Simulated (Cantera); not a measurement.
A perfectly stirred reactor is fed with 35.7 % CH4, 64.3 % CO2, at 2.37 atm; it is held at 1950 K, and followed from long to short residence time.

Detailed kinetics in Cantera: GRI-Mech 3.0 (53 species, 325 reactions).

x: mole fraction; the columns are a selection and need not sum to one.

```csv
τ (s),x CH4,x CO2,x OH,x HO2,x C2H2,x H2O2
1.1,0.00220,0.0505,1.49e-5,3.78e-12,0.000940,1.51e-11
0.43,0.00407,0.0536,1.57e-5,4.19e-12,0.00312,1.67e-11
0.17,…,…,…,5.13e-12,…,2.03e-11
0.069,0.0107,0.0726,2.01e-5,7.06e-12,0.0179,2.73e-11
0.028,…,…,…,1.08e-11,…,3.97e-11
0.011,0.0235,0.128,2.93e-5,1.73e-11,0.0517,5.80e-11
0.0044,0.0353,0.179,3.27e-5,2.57e-11,0.0707,7.26e-11
0.0018,0.0561,0.254,3.12e-5,3.15e-11,0.0829,6.66e-11
0.00071,0.0957,0.357,2.35e-5,3.07e-11,0.0805,3.87e-11
```

Problem. What belongs in the gaps?

Solution. 
- 0.17, x CH4: 0.00688
- 0.17, x CO2: 0.0603
- 0.17, x OH: 1.73e-5
- 0.17, x C2H2: 0.00833
- 0.028, x CH4: 0.0159
- 0.028, x CO2: 0.0934
- 0.028, x OH: 2.43e-5
- 0.028, x C2H2: 0.0325
